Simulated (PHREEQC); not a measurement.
A made-up water analysis in mmol/kgw, 30 °C, pH 2.24, pe 11.6: Na 0.122; K 0.448; Ca 3.18; Mg 3.98; Cl 1.35; S(6) 12.5; Zn 0.0193; N(5) 0.0126; Br 0.0329.

Valence states are taken as typed.

All values are PHREEQC results (ion-association model, phreeqc.dat), not measurements.

Precipitation was switched off in this run.

### Question
Predict the ionic strength.

### Answer
ionic strength 0.0301 mol/kgw.

### Question
In which forms is Ca present?

### Answer
Ca+2 72 %, CaSO4 27 %, CaHSO4+ 1.3 % of the Ca.

Species that the database lacks are ignored.
